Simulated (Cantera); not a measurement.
What does this Cantera script print?

```python
import numpy as np
import cantera as ct

gas_names = """
    AL ALCL ALCL2 ALCL3 ALN ALO ALOCL ALO2 AL2 AL2CL6 AL2O AL2O2 CL CLO CL2 N NO NO2 NO3 N2 N2O O O2 O3
""".split()
cond_names = """
    AL(cr) AL(L) ALCL3(s) ALCL3(L) ALN(s) AL2O3(a) AL2O3(L)
""".split()


# ... load() reads the species with a 1 bar reference pressure and builds the phases ...
atoms = {
    'AlN': {'AL': 1, 'N': 1},
    'Cl2': {'CL': 2},
    'N2': {'N': 2},
    'O2': {'O': 2},
}
top_T = {'ALN(s)': 2750}  # K; cautious upper limits of use, not melting points


# ... equilibrate(T, P, feed) seeds the gas with the atoms and calls Mixture.equilibrate('TP', solver="vcs", rtol=1e-11, max_steps=5000) ...
results = []
feed = {'AlN': 1, 'Cl2': 6, 'N2': 0.94, 'O2': 14}  # mol
P = 84  # Pa
for T in [1273, 1323, 1373, 1423, 1473, 1523, 1573, 1623, 1673, 1723, 1773, 1823, 1873]:
    mix = equilibrate(T, P, feed)
    results.append((T, P, feed, dict(zip(mix.species_names, mix.species_moles))))

top = {s: max(r[3][s] / sum(r[3][g] for g in gas_names) for r in results) for s in gas_names}
cols = sorted((s for s in top if top[s] > 0.0001), key=lambda s: -top[s])[:9]
seen = [c for c in cond_names if any(r[3].get(c, 0) > 1e-12 for r in results)]
print("log10 of partial pressures in bar; condensed amounts in mol")
print(f"{'T/K':>10s}" + "".join(f"{s[:9]:>10s}" for s in cols + seen))
for T, P, feed, n in results:
    ng = sum(n[g] for g in gas_names)
    print(f"{T:10.4g}" + "".join(f"{np.log10(max(n[s] / ng * P / 1e5, 1e-99)):10.3f}" for s in cols)
          + "".join(f"{n.get(c, 0):10.4g}" for c in seen))
```

Output:

```
log10 of partial pressures in bar; condensed amounts in mol
       T/K        O2        CL       CL2        N2         O        NO       CLO  AL2O3(a)
      1273    -3.303    -3.906    -3.786    -4.267    -8.620    -6.875    -7.021    0.4999
      1323    -3.317    -3.760    -3.882    -4.281    -8.234    -6.747    -6.917    0.4998
      1373    -3.332    -3.644    -4.012    -4.297    -7.876    -6.631    -6.844    0.4997
      1423    -3.347    -3.561    -4.180    -4.312    -7.544    -6.524    -6.799    0.4996
      1473    -3.359    -3.504    -4.381    -4.324    -7.234    -6.422    -6.778    0.4996
      1523    -3.368    -3.470    -4.605    -4.333    -6.942    -6.324    -6.775    0.4996
      1573    -3.373    -3.450    -4.840    -4.339    -6.668    -6.230    -6.784    0.4997
      1623    -3.376    -3.438    -5.076    -4.343    -6.409    -6.140    -6.799    0.4998
      1673    -3.378    -3.432    -5.306    -4.346    -6.165    -6.054    -6.817    0.4998
      1723    -3.380    -3.429    -5.528    -4.348    -5.935    -5.973    -6.836    0.4998
      1773    -3.381    -3.427    -5.741    -4.349    -5.718    -5.896    -6.856    0.4998
      1823    -3.382    -3.426    -5.944    -4.351    -5.513    -5.824    -6.876    0.4998
      1873    -3.384    -3.426    -6.137    -4.353    -5.318    -5.756    -6.895    0.4996
```

Cantera equilibrium calculation (NASA polynomials, part measured and part estimated; ideal gas, pure solids and liquids).
